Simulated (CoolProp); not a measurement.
A Linde-Hampson liquefier for carbon monoxide: isothermal reversible compression at 250 K from 1 atm to 30 MPa, throttling to 1 atm, return gas leaving the recuperator 10 K below the feed. Each further row changes one setting.

Model: reference Helmholtz-energy equation of state, Lemmon 2006, in CoolProp. It is a short technical equation, of lower accuracy than the large ones.

| case | liquid yield per pass | compression work (kJ/kg of gas) |
|---|---|---|
| as stated | [?] | 415 |
| high pressure 60 MPa | 0.132 | 481 |
| warm-end temperature 280 K | [?] | [?] |
| warm-end gap 15 K | 0.133 | 415 |

Some entries are withheld; supply them.


- as stated, liquid yield per pass: 0.144
- warm-end temperature 280 K, liquid yield per pass: 0.101
- warm-end temperature 280 K, compression work (kJ/kg of gas): 472
